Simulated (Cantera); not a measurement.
What does this Cantera script print?

```python
import numpy as np
import cantera as ct

gas_names = """
    H HNO HNO2 HNO3 HO2 H2 H2O H2O2 N NH NH2 NH3 NH2OH NO NO2 NO3 N2 N2H2 N2H4 N2O O OH O2 O3 Si SiH
    SiH2 SiH3 SiH4 SiN SiO SiO2 Si2 Si2N Si3
""".split()
cond_names = """
    H2O(s) H2O(L) Si(cr) Si(L) SiO2(Lqz) SiO2(hqz) SiO2(L) Si2N2O(s) Si3N4(a)
""".split()


# ... load() reads the species with a 1 bar reference pressure and builds the phases ...
atoms = {
    'Si': {'Si': 1},
    'H2O': {'H': 2, 'O': 1},
    'N2': {'N': 2},
}
top_T = {'Si2N2O(s)': 2100, 'Si3N4(a)': 2400}  # K; cautious upper limits of use, not melting points


# ... equilibrate(T, P, feed) seeds the gas with the atoms and calls Mixture.equilibrate('TP', solver="vcs", rtol=1e-11, max_steps=5000) ...
results = []
feed = {'Si': 1, 'H2O': 0.029, 'N2': 290}  # mol
P = 1333.22  # Pa
for T in [1673, 1723, 1773, 1823, 1873, 1923, 1973, 2023, 2073, 2123, 2173, 2223]:
    mix = equilibrate(T, P, feed)
    results.append((T, P, feed, dict(zip(mix.species_names, mix.species_moles))))

top = {s: max(r[3][s] / sum(r[3][g] for g in gas_names) for r in results) for s in gas_names}
cols = sorted((s for s in top if top[s] > 1e-06), key=lambda s: -top[s])[:9]
seen = [c for c in cond_names if any(r[3].get(c, 0) > 1e-12 for r in results)]
print("log10 of partial pressures in bar; condensed amounts in mol")
print(f"{'T/K':>10s}" + "".join(f"{s[:9]:>10s}" for s in cols + seen))
for T, P, feed, n in results:
    ng = sum(n[g] for g in gas_names)
    print(f"{T:10.4g}" + "".join(f"{np.log10(max(n[s] / ng * P / 1e5, 1e-99)):10.3f}" for s in cols)
          + "".join(f"{n.get(c, 0):10.4g}" for c in seen))
```

It prints:

```
log10 of partial pressures in bar; condensed amounts in mol
       T/K        N2        Si         H      Si2N       SiO        H2       SiN       Si2       Si3     Si(L)  Si3N4(a)
      1673    -1.875    -7.130    -6.891    -8.742    -5.874    -5.896    -8.246   -10.296   -11.655         0    0.3231
      1723    -1.875    -6.508    -6.693    -7.952    -5.874    -5.909    -7.696    -9.333   -10.438         0    0.3211
      1773    -1.875    -5.921    -6.510    -7.208    -5.874    -5.928    -7.177    -8.425    -9.292         0    0.3135
      1823    -1.875    -5.367    -6.342    -6.505    -5.874    -5.957    -6.688    -7.569    -8.211         0     0.286
      1873    -1.876    -5.055    -6.189    -6.264    -5.876    -5.998    -6.436    -7.182    -7.822    0.7433         0
      1923    -1.876    -4.770    -6.053    -6.059    -5.876    -6.054    -6.210    -6.839    -7.491    0.5413         0
      1973    -1.876    -4.501    -5.935    -5.866    -5.876    -6.131    -5.995    -6.514    -7.177    0.1832         0
      2023    -1.877    -4.393    -5.836    -5.979    -5.877    -6.229    -5.939    -6.502    -7.324         0         0
      2073    -1.877    -4.379    -5.756    -6.262    -5.877    -6.352    -5.974    -6.667    -7.728         0         0
      2123    -1.877    -4.370    -5.696    -6.543    -5.877    -6.501    -6.013    -6.835    -8.130         0         0
      2173    -1.877    -4.366    -5.653    -6.818    -5.877    -6.673    -6.053    -7.002    -8.523         0         0
      2223    -1.877    -4.363    -5.624    -7.083    -5.877    -6.862    -6.093    -7.165    -8.904         0         0
```

Equilibrium computed with Cantera from the NASA thermochemical tables; the gas is ideal and each condensed phase is pure. The tables' values for SiN are old estimates; treat these amounts as uncertain.
